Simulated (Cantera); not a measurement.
A closed system holds: 1 mol Si2H6, 0.9 mol CO2, 47 mol N2, at 75.0 Torr.

Cantera equilibrium calculation (NASA polynomials, part measured and part estimated; ideal gas, pure solids and liquids). Candidate condensed phases: C, C6H6, C7H8, C8H18, H2O, Si, SiC, SiO2, Si2N2O, Si3N4; 151 gas species. The feed counts by its element totals alone. N2 is the only nitrogen source here; it is nearly inert below about 1500 K, so the nitride shown seldom forms there in practice. Mutual solubility and eutectic melting of coexisting phases are not modelled. The tables' values for SiN are old estimates; treat these amounts as uncertain. The numbers say what is thermodynamically allowed, not how fast it happens.

x: gas mole fraction; n: condensed amount in mol.

```json
[
 {"T (K)": "1073", "x N2": "0.932", "x H2": "0.0606", "x SiO": "4.83e-12", "x CO": "0.00735", "x H": "1.09e-8", "n C(graphite)": "0.535", "n SiO2(β-quartz)": "0.291", "n Si2N2O(s)": "0.855", "n SiC(s)": "0", "n Si(l)": "0"},
 {"T (K)": "1148", "x N2": "0.924", "x H2": "0.0602", "x SiO": "1.55e-10", "x CO": "0.0161", "x H": "5.56e-8", "n C(graphite)": "0.0994", "n SiO2(β-quartz)": "0", "n Si2N2O(s)": "1.00", "n SiC(s)": "0", "n Si(l)": "0"},
 {"T (K)": "1223", "x N2": "0.924", "x H2": "0.0602", "x SiO": "2.28e-9", "x CO": "0.0161", "x H": "2.33e-7", "n C(graphite)": "0.0987", "n SiO2(β-quartz)": "0", "n Si2N2O(s)": "1.00", "n SiC(s)": "0", "n Si(l)": "0"},
 {"T (K)": "1298", "x N2": "0.924", "x H2": "0.0602", "x SiO": "2.45e-8", "x CO": "0.0161", "x H": "8.31e-7", "n C(graphite)": "0.0975", "n SiO2(β-quartz)": "0", "n Si2N2O(s)": "1.000", "n SiC(s)": "0", "n Si(l)": "0"},
 {"T (K)": "1373", "x N2": "0.924", "x H2": "0.0602", "x SiO": "[?]", "x CO": "0.0161", "x H": "[?]", "n C(graphite)": "0.0952", "n SiO2(β-quartz)": "0", "n Si2N2O(s)": "1.000", "n SiC(s)": "0", "n Si(l)": "0"},
 {"T (K)": "1448", "x N2": "0.924", "x H2": "0.0601", "x SiO": "1.33e-6", "x CO": "0.0161", "x H": "7.15e-6", "n C(graphite)": "0.0914", "n SiO2(β-quartz)": "0", "n Si2N2O(s)": "1.000", "n SiC(s)": "0", "n Si(l)": "0"},
 {"T (K)": "1523", "x N2": "0.924", "x H2": "0.0601", "x SiO": "[?]", "x CO": "0.0161", "x H": "[?]", "n C(graphite)": "0.0853", "n SiO2(β-quartz)": "0", "n Si2N2O(s)": "1.000", "n SiC(s)": "0", "n Si(l)": "0"},
 {"T (K)": "1598", "x N2": "0.923", "x H2": "0.0600", "x SiO": "3.34e-5", "x CO": "0.0160", "x H": "4.12e-5", "n C(graphite)": "0.0764", "n SiO2(β-quartz)": "0", "n Si2N2O(s)": "0.999", "n SiC(s)": "0", "n Si(l)": "0"},
 {"T (K)": "1673", "x N2": "0.923", "x H2": "0.0599", "x SiO": "0.000177", "x CO": "0.0165", "x H": "8.81e-5", "n C(graphite)": "0", "n SiO2(β-quartz)": "0", "n Si2N2O(s)": "0.968", "n SiC(s)": "0.0546", "n Si(l)": "0"},
 {"T (K)": "1748", "x N2": "0.922", "x H2": "0.0598", "x SiO": "0.000882", "x CO": "0.0163", "x H": "0.000177", "n C(graphite)": "0", "n SiO2(β-quartz)": "0", "n Si2N2O(s)": "0.943", "n SiC(s)": "0.0699", "n Si(l)": "0"},
 {"T (K)": "1823", "x N2": "0.921", "x H2": "0.0596", "x SiO": "0.00377", "x CO": "0.0153", "x H": "0.000334", "n C(graphite)": "0", "n SiO2(β-quartz)": "0", "n Si2N2O(s)": "0.845", "n SiC(s)": "0.121", "n Si(l)": "0"},
 {"T (K)": "1898", "x N2": "0.915", "x H2": "0.0587", "x SiO": "0.0135", "x CO": "0.0119", "x H": "0.000599", "n C(graphite)": "0", "n SiO2(β-quartz)": "0", "n Si2N2O(s)": "0.513", "n SiC(s)": "0.287", "n Si(l)": "0"},
 {"T (K)": "1973", "x N2": "0.906", "x H2": "0.0573", "x SiO": "0.0271", "x CO": "0.00761", "x H": "0.00102", "n C(graphite)": "0", "n SiO2(β-quartz)": "0", "n Si2N2O(s)": "0", "n SiC(s)": "0.497", "n Si(l)": "0.0744"},
 {"T (K)": "2048", "x N2": "0.906", "x H2": "0.0568", "x SiO": "0.0246", "x CO": "0.0101", "x H": "0.00169", "n C(graphite)": "0", "n SiO2(β-quartz)": "0", "n Si2N2O(s)": "0", "n SiC(s)": "0.361", "n Si(l)": "0.307"}
]
```

Task: Some entries are withheld; supply them.

Result: 
- 1523, x SiO: 7.23e-6
- 1523, x H: 1.79e-5
- 1373, x SiO: 2.02e-7
- 1373, x H: 2.58e-6
